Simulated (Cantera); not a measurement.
A freely propagating, adiabatic, planar premixed flame of CO : H2 : CH4 : O2 : N2 = 1 : 0.035 : 0.24 : 0.713 : 2.68 (molar parts), unburnt at 525 K and 9.87 atm; mixture-averaged transport, grid criteria slope 0.08 and curve 0.16, no radiation.

Detailed kinetics in Cantera: GRI-Mech 3.0 (53 species, 325 reactions). Burning velocities carry a grid error of a few per cent, more on coarse grids.

**Question.** Predict: laminar burning velocity; thermal thickness; peak x(HCO); peak x(C2H4); peak x(HCN).

**Answer.** 
- laminar burning velocity = 82.3 cm/s
- thermal thickness = 0.0418 mm
- peak x(HCO) = 3.12e-5
- peak x(C2H4) = 0.000117
- peak x(HCN) = 2.33e-6
